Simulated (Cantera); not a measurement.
Feed: 1 mol PH3, 4.5 mol O2, 0.14 mol H2, held at 1500 °C and 10.0 mbar.

Cantera equilibrium calculation (NASA polynomials, part measured and part estimated; ideal gas, pure solids and liquids). Candidate condensed phases: H2O, P, P4O10; 17 gas species. Gases not in the tables: HPO2, HPO3 and P4O6. The numbers say what is thermodynamically allowed, not how fast it happens.

Base state: O2 0.502, H2O 0.306, PO2 0.187, OH 0.00402, O 0.000665, H2 0.000180, P4O10 0.000144, PO 6.04e-5 (mole fractions); condensed: gas only.

Task: What changes in the equilibrium state with this change: temperature from 1500 °C to 1177 °C?

Result: 
```csv
species,before,after
O2,0.502,0.562
H2O,0.306,0.379
P4O10,0.000144,0.0572
PO2,0.187,0.00201
PO,6.04e-5,8.43e-9
H,3.82e-5,2.07e-7
O,0.000665,1.51e-5
H2,0.000180,4.79e-6
OH,0.00402,0.000392
```
